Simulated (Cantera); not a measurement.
A Cantera script and what it prints.

```python
import numpy as np
import cantera as ct

gas_names = """
    CL CL2 Cs CsCL Cs2 Cs2CL2 N N2
""".split()
cond_names = """
    Cs(cr) Cs(L) CsCL(a) CsCL(b) CsCL(L)
""".split()


def load(file, names, dense=False):
    # The tables refer to 1 bar. Condensed volumes are neglected.
    table = {s.name: s for s in ct.Species.list_from_file(file)}
    out = []
    for n in names:
        d = dict(table[n].input_data)
        d["thermo"] = dict(d["thermo"], **{"reference-pressure": 1e5})
        if dense:
            d["equation-of-state"] = {"model": "constant-volume", "density": "1e6 g/cm^3"}
        out.append(ct.Species.from_dict(d))
    return out


gas = ct.Solution(thermo="ideal-gas", species=load("nasa_gas.yaml", gas_names))
cond = {s.name: ct.Solution(thermo="fixed-stoichiometry", species=[s], name=s.name)
        for s in load("nasa_condensed.yaml", cond_names, dense=True)}
atoms = {
    'CsCl': {'Cs': 1, 'CL': 1},
    'N2': {'N': 2},
}
top_T = {}  # K; cautious upper limits of use, not melting points


def equilibrate(T, P, feed):
    n = {}
    for name, mol in feed.items():
        for a, k in atoms[name].items():
            n[a] = n.get(a, 0.0) + k * mol
    gas.TPX = T, P, n
    mass = sum(n.values()) * gas.mean_molecular_weight
    gas.equilibrate("TP")
    valid = [c for c in cond.values() if c.min_temp <= T <= top_T.get(c.name, c.max_temp)]
    mix = ct.Mixture([(gas, mass / gas.mean_molecular_weight)] + [(c, 0.0) for c in valid])
    mix.T, mix.P = T, P
    mix.equilibrate("TP", solver="vcs", rtol=1e-11, max_steps=5000)
    return mix


results = []
feed = {'CsCl': 1, 'N2': 7.7}  # mol
for P in [0.1, 0.72, 5.2, 37, 270, 1900, 14000, 100000]:
    for T in [923, 1023, 1123, 1223, 1323, 1423, 1523, 1623, 1723, 1823, 1923, 2023, 2123, 2223]:
        mix = equilibrate(T, P, feed)
        results.append((T, P, feed, dict(zip(mix.species_names, mix.species_moles))))

for T, P, feed, n in results:
    print(f"{T:7g} {P:10.4g}  " + (" + ".join(c for c in cond_names if n.get(c, 0) > 1e-12) or "gas only"))
```

Output:

```
    923        0.1  gas only
   1023        0.1  gas only
   1123        0.1  gas only
   1223        0.1  gas only
   1323        0.1  gas only
   1423        0.1  gas only
   1523        0.1  gas only
   1623        0.1  gas only
   1723        0.1  gas only
   1823        0.1  gas only
   1923        0.1  gas only
   2023        0.1  gas only
   2123        0.1  gas only
   2223        0.1  gas only
    923       0.72  gas only
   1023       0.72  gas only
   1123       0.72  gas only
   1223       0.72  gas only
   1323       0.72  gas only
   1423       0.72  gas only
   1523       0.72  gas only
   1623       0.72  gas only
   1723       0.72  gas only
   1823       0.72  gas only
   1923       0.72  gas only
   2023       0.72  gas only
   2123       0.72  gas only
   2223       0.72  gas only
    923        5.2  gas only
   1023        5.2  gas only
   1123        5.2  gas only
   1223        5.2  gas only
   1323        5.2  gas only
   1423        5.2  gas only
   1523        5.2  gas only
   1623        5.2  gas only
   1723        5.2  gas only
   1823        5.2  gas only
   1923        5.2  gas only
   2023        5.2  gas only
   2123        5.2  gas only
   2223        5.2  gas only
    923         37  gas only
   1023         37  gas only
   1123         37  gas only
   1223         37  gas only
   1323         37  gas only
   1423         37  gas only
   1523         37  gas only
   1623         37  gas only
   1723         37  gas only
   1823         37  gas only
   1923         37  gas only
   2023         37  gas only
   2123         37  gas only
   2223         37  gas only
    923        270  CsCL(L)
   1023        270  gas only
   1123        270  gas only
   1223        270  gas only
   1323        270  gas only
   1423        270  gas only
   1523        270  gas only
   1623        270  gas only
   1723        270  gas only
   1823        270  gas only
   1923        270  gas only
   2023        270  gas only
   2123        270  gas only
   2223        270  gas only
    923       1900  CsCL(L)
   1023       1900  CsCL(L)
   1123       1900  gas only
   1223       1900  gas only
   1323       1900  gas only
   1423       1900  gas only
   1523       1900  gas only
   1623       1900  gas only
   1723       1900  gas only
   1823       1900  gas only
   1923       1900  gas only
   2023       1900  gas only
   2123       1900  gas only
   2223       1900  gas only
    923    1.4e+04  CsCL(L)
   1023    1.4e+04  CsCL(L)
   1123    1.4e+04  CsCL(L)
   1223    1.4e+04  gas only
   1323    1.4e+04  gas only
   1423    1.4e+04  gas only
   1523    1.4e+04  gas only
   1623    1.4e+04  gas only
   1723    1.4e+04  gas only
   1823    1.4e+04  gas only
   1923    1.4e+04  gas only
   2023    1.4e+04  gas only
   2123    1.4e+04  gas only
   2223    1.4e+04  gas only
    923      1e+05  CsCL(L)
   1023      1e+05  CsCL(L)
   1123      1e+05  CsCL(L)
   1223      1e+05  CsCL(L)
   1323      1e+05  gas only
   1423      1e+05  gas only
   1523      1e+05  gas only
   1623      1e+05  gas only
   1723      1e+05  gas only
   1823      1e+05  gas only
   1923      1e+05  gas only
   2023      1e+05  gas only
   2123      1e+05  gas only
   2223      1e+05  gas only
```

Method: chemical equilibrium by Gibbs-energy minimisation in Cantera with the NASA 1993 tables (ideal gas, pure condensed phases).
